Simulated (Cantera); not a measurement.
A closed system holds: 1 mol Al₂O₃, 2500 mol H₂, 38 mol N₂, equilibrated at 1448.15 K and 1 atm.

Method: chemical equilibrium by Gibbs-energy minimisation in Cantera with the NASA 1993 tables (ideal gas, pure condensed phases). Candidate condensed phases: Al, AlN, Al₂O₃, H₂O; 35 gas species. Mutual solubility and eutectic melting of coexisting phases are not modelled. The numbers say what is thermodynamically allowed, not how fast it happens.

Base state: H₂ 0.985, N₂ 0.0150 (mole fractions); condensed: AlN(s) + Al₂O₃(s).

Question: What changes in the equilibrium state with this change: Al₂O₃ replaced by PbO?

Answer: 
```json
[
 {"species": "H₂", "before": "0.985", "after": "0.984"},
 {"species": "N₂", "before": "0.0150", "after": "0.0150"},
 {"species": "H₂O", "before": "4.59e-6", "after": "0.000394"},
 {"species": "Pb", "before": "0", "after": "0.000394"},
 {"species": "AlN(s), mol", "before": "0.00776", "after": "0"},
 {"species": "Al₂O₃(s), mol", "before": "0.996", "after": "0"}
]
```
Further candidate phases: Pb, PbO, PbO₂, Pb₃O₄.
